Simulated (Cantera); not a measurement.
Charge: 1 mol Al, 0.24 mol O2, 220 mol H2, at 898 K and 7.43 Torr.

These are equilibrium values from Cantera (NASA tables, ideal gas, pure condensed phases), not measurements of a reactor. Candidate condensed phases: Al, Al2O3, H2O; 19 gas species. Rates play no part.

Task: What is the equilibrium state?

Result: 
```
Quantity        Result
-----------  ---------
x(H2)             1.00
n(Al(s))     0.680 mol
n(Al2O3(s))  0.160 mol
gas amount   220.0 mol
```
